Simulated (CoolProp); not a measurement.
Values from CoolProp's reference Helmholtz-energy equation of state, Thol 2014.

### Question
Give the vapour pressure (bar), liquid density (kg/m³), vapour density (kg/m³), liquid cp (kJ/(kg K)) of saturated diethyl ether at 58.15 °C.

### Answer
| T (°C) | p (bar) | liquid density (kg/m³) | vapour density (kg/m³) | liquid cp (kJ/(kg K)) |
|---|---|---|---|---|
| 58.15 | 2.19 | 668 | 6.39 | 2.46 |
